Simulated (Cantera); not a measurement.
A perfectly stirred reactor is fed with CH₄ : CO₂ = 1 : 0.53 (molar parts), at 0.240 bar; it is held at 1975 K, and followed from long to short residence time.

Cantera simulation using GRI-Mech 3.0 (53 species, 325 reactions); the numbers are that mechanism's predictions, not measurements. GRI-Mech 3.0 stops at C3 and has no aromatics, soot or wall deposition, so with more carbon than oxygen in the feed, carbon stays in small species such as C2H2 where larger ones or solid carbon would form.

Task: Predict: x(CH₄) at τ = 0.810 s; x(CO₂) at τ = 0.810 s; x(C₂H) at τ = 0.810 s; x(C₂H₄) at τ = 0.810 s; x(CH₄) at τ = 66.0 ms; x(CO₂) at τ = 66.0 ms; x(O₂) at τ = 66.0 ms; x(C₂H) at τ = 66.0 ms; x(C₂H₄) at τ = 66.0 ms.

Result: 
```
Property                   Value
----------------------  --------
x(CH₄) at τ = 0.810 s    0.00647
x(CO₂) at τ = 0.810 s    0.00207
x(C₂H) at τ = 0.810 s    5.12e-6
x(C₂H₄) at τ = 0.810 s   9.94e-5
x(CH₄) at τ = 66.0 ms     0.0217
x(CO₂) at τ = 66.0 ms     0.0139
x(O₂) at τ = 66.0 ms     1.36e-9
x(C₂H) at τ = 66.0 ms    6.91e-6
x(C₂H₄) at τ = 66.0 ms  0.000263
```
